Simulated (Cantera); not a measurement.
## Thermodynamics of oxide etching and cleaning by halides, feed MgO + HF + H2 + F2

Input: 1 mol MgO, 11 mol HF, 3.8 mol H2, 1.3 mol F2, held at 1.80e-5 bar.

Equilibrium computed with Cantera from the NASA thermochemical tables; the gas is ideal and each condensed phase is pure. Candidate condensed phases: H2O, Mg, MgF2, MgO, Mg(OH)2; 31 gas species. Mutual solubility and eutectic melting of coexisting phases are not modelled. Equilibrium is a limit: real reactors are often held back by kinetics, nucleation or transport.

```json
[
 {"T (°C)": "402", "x HF": "0.768", "x H2": "0.166", "x H2O": "0.0662", "x H": "<1e-12", "x MgF2": "<1e-12", "x Mg": "<1e-12", "x MgF": "<1e-12", "n MgF2(s)": "1.00", "n MgO(s)": "0"},
 {"T (°C)": "552", "x HF": "0.768", "x H2": "0.166", "x H2O": "0.0662", "x H": "7.61e-10", "x MgF2": "4.36e-11", "x Mg": "<1e-12", "x MgF": "<1e-12", "n MgF2(s)": "1.00", "n MgO(s)": "0"},
 {"T (°C)": "702", "x HF": "0.768", "x H2": "0.166", "x H2O": "0.0662", "x H": "1.10e-7", "x MgF2": "2.48e-7", "x Mg": "<1e-12", "x MgF": "<1e-12", "n MgF2(s)": "1.000", "n MgO(s)": "0"},
 {"T (°C)": "852", "x HF": "0.791", "x H2": "0.162", "x H2O": "0.0461", "x H": "4.22e-6", "x MgF2": "0.000133", "x Mg": "4.27e-10", "x MgF": "6.69e-9", "n MgF2(s)": "0.707", "n MgO(s)": "0.291"},
 {"T (°C)": "1002", "x HF": "0.830", "x H2": "0.155", "x H2O": "0.00733", "x H": "6.85e-5", "x MgF2": "0.00732", "x Mg": "1.21e-6", "x MgF": "5.06e-6", "n MgF2(s)": "0", "n MgO(s)": "0.882"},
 {"T (°C)": "1152", "x HF": "0.812", "x H2": "0.155", "x H2O": "0.0162", "x H": "0.000633", "x MgF2": "0.0160", "x Mg": "6.90e-5", "x MgF": "9.38e-5", "n MgF2(s)": "0", "n MgO(s)": "0.739"},
 {"T (°C)": "1302", "x HF": "0.784", "x H2": "0.151", "x H2O": "0.0310", "x H": "0.00380", "x MgF2": "0.0284", "x Mg": "0.00172", "x MgF": "0.000939", "n MgF2(s)": "0", "n MgO(s)": "0.499"},
 {"T (°C)": "1452", "x HF": "0.741", "x H2": "0.123", "x H2O": "0.0599", "x H": "0.0154", "x MgF2": "0.0377", "x Mg": "0.0178", "x MgF": "0.00488", "n MgF2(s)": "0", "n MgO(s)": "0"},
 {"T (°C)": "1602", "x HF": "0.750", "x H2": "0.0876", "x H2O": "0.0546", "x H": "0.0457", "x MgF2": "0.0175", "x Mg": "0.0345", "x MgF": "0.00615", "n MgF2(s)": "0", "n MgO(s)": "0"}
]
```
x: gas mole fraction; n: condensed amount in mol.

From 402 °C to 702 °C the condensed part is MgF2(s). At 852 °C the condensed part is MgF2(s) + MgO(s). From 1002 °C to 1302 °C the condensed part is MgO(s). From 1452 °C to 1602 °C nothing is condensed.
